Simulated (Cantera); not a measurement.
An adiabatic, constant-pressure homogeneous reactor starts with CO : H2 : O2 : N2 : H2O = 1 : 1.1 : 3.09 : 11.6 : 0.025 (molar parts), at 1275 K and 15000 Torr.

Computed with Cantera and GRI-Mech 3.0 (53 species, 325 reactions). The hydrogen kinetics of GRI-Mech 3.0 are dated; newer H2 mechanisms differ, most at raised pressure. The pressure lies above the range GRI-Mech 3.0 was tuned for (to about 10 atm).

x: mole fraction; the columns are a selection and need not sum to one.

```tsv
t (s)	T (K)	x CO	x H2	x O2	x H2O	x HO2	x NO
3.00e-6	1275	0.0595	0.0654	0.184	0.00149	___	<1e-12
7.98e-6	1275	0.0595	0.0654	0.184	0.00151	___	<1e-12
2.12e-5	1304	0.0589	0.0619	0.182	0.00461	___	3.81e-10
5.64e-5	2185	0.000729	6.32e-5	0.129	0.0703	___	1.50e-5
0.000150	2190	0.000222	4.72e-5	0.129	0.0704	7.02e-6	2.76e-5
0.000399	2190	0.000222	4.72e-5	0.129	0.0704	7.02e-6	5.99e-5
0.00106	2190	0.000222	4.72e-5	0.129	0.0704	7.01e-6	0.000145
0.00282	2189	0.000221	4.70e-5	0.129	0.0704	7.00e-6	0.000370
0.00751	2188	0.000219	4.67e-5	0.128	0.0704	6.96e-6	0.000949
0.0200	2185	0.000215	4.59e-5	0.128	0.0704	6.86e-6	0.00235
0.0531	2179	0.000207	4.45e-5	0.126	0.0705	6.66e-6	0.00508
0.141	2172	0.000199	4.29e-5	0.125	0.0705	6.46e-6	0.00799
0.376	2170	0.000197	4.25e-5	0.125	0.0705	6.41e-6	0.00877
1.00	2170	0.000197	4.25e-5	0.125	0.0705	6.41e-6	0.00878
```

**Question.** What belongs in the gaps?

**Answer.** 
- 3.00e-6, x HO2: 1.86e-6
- 7.98e-6, x HO2: 1.69e-5
- 2.12e-5, x HO2: 0.000442
- 5.64e-5, x HO2: 7.64e-6
